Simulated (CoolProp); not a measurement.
A simple Rankine cycle with dimethyl ether: condensing at 296.15 K, boiler at 1.78 MPa, turbine inlet 344.3 K, turbine efficiency 0.9, pump efficiency 0.6, no recuperator. Each further row changes one setting.

The numbers come from the reference Helmholtz-energy equation of state, Wu 2011 in CoolProp.

```csv
case,thermal efficiency (%),net work (kJ/kg),heat in (kJ/kg),turbine exit temperature (K),volume ratio over the turbine
as stated,[?],46.0,442,296.1,3.16
turbine inlet 364.3 K,10.7,51.7,484,313.6,3.08
condensing temperature 288.15 K,12.1,55.6,461,288.1,3.97
boiler pressure 1.25 MPa,7.7,35.7,[?],[?],2.17
turbine efficiency 0.8,9.2,40.5,442,296.1,3.20
```

Question: Complete the blanks.

Answer: 
- as stated, thermal efficiency (%): 10.4
- boiler pressure 1.25 MPa, heat in (kJ/kg): 463
- boiler pressure 1.25 MPa, turbine exit temperature (K): 310.1

The expansion ends wet for: as stated; condensing temperature 288.15 K; turbine efficiency 0.8.
